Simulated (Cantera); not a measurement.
Feed: 1 mol borazine, 0.19 mol O₂, equilibrated at 43.0 mbar.

Method: chemical equilibrium by Gibbs-energy minimisation in Cantera with the NASA 1993 tables (ideal gas, pure condensed phases). Candidate condensed phases: B, BN, B₂O₃, B₃O₃H₃, H₂O; 39 gas species. The feed counts by its element totals alone. Mutual solubility and eutectic melting of coexisting phases are not modelled. Equilibrium is a limit: real reactors are often held back by kinetics, nucleation or transport.

**Question.** What share of the B ends up in condensed phases as a function of T (K), at 1250, 1400, 1550, 1700, 1850, 2000, 2150, 2300?

**Answer.** 
```csv
T (K),B condensed (%),as
1250,100.0,BN(s) + B₂O₃(l)
1400,99.8,BN(s) + B₂O₃(l)
1550,98.7,BN(s) + B₂O₃(l)
1700,90.8,BN(s)
1850,88.9,BN(s)
2000,87.7,BN(s)
2150,87.3,BN(s)
2300,87.0,B(s) + BN(s)
```
